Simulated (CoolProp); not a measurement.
Values from CoolProp's reference Helmholtz-energy equation of state, Thol 2017.

Problem. For octamethyltrisiloxane (MDM), give the phase and the cv (kJ/(kg K)), speed of sound (m/s) at 335.7 K and 0.101 MPa; 485.3 K and 0.101 MPa; 575 K and 0.101 MPa.

Solution. 
- 335.7 K and 0.101 MPa: liquid; cv 1.56, speed of sound 791
- 485.3 K and 0.101 MPa: gas; cv 1.87, speed of sound 126
- 575 K and 0.101 MPa: gas; cv 2.06, speed of sound 140
